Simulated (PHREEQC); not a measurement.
Synthetic water in mg/kgw, 80 °C, pH 6.81, pe 10.8: Na 0.257; K 0.0097; Ca 0.103; Mg 0.0731; Cl 0.163; S(6) as SO4 0.661; Alkalinity as HCO3 0.26; Pb 0.0473; Zn 0.00437.

Na is adjusted to close the charge balance.
Valence states are taken as typed.

Computed with PHREEQC (ion-association model, phreeqc.dat).

This is a speciation only: nothing precipitates in the calculation.

Problem. Order these Pb species by the share of Pb that they hold, largest first: PbCO3, PbOH+, PbSO4, PbHCO3+, Pb+2.

Solution. Pb+2 (87 %), PbOH+ (11 %), PbCO3 (1.9 %), PbSO4 (0.32 %), PbHCO3+ (0.18 %)

Problem. Order these Zn species by the share of Zn that they hold, largest first: Zn+2, ZnOH+, ZnSO4.

Solution. Zn+2 (81 %), ZnOH+ (19 %), ZnSO4 (0.17 %)

The pH is 6.81 and the ionic strength 3.53e-5 mol/kgw. The solution is supersaturated, for example in Pb(OH)2, so a real one may precipitate; this is no full list. Away from 25 °C the constants follow the database's enthalpies or fits; those with neither stay at their 25 °C values.
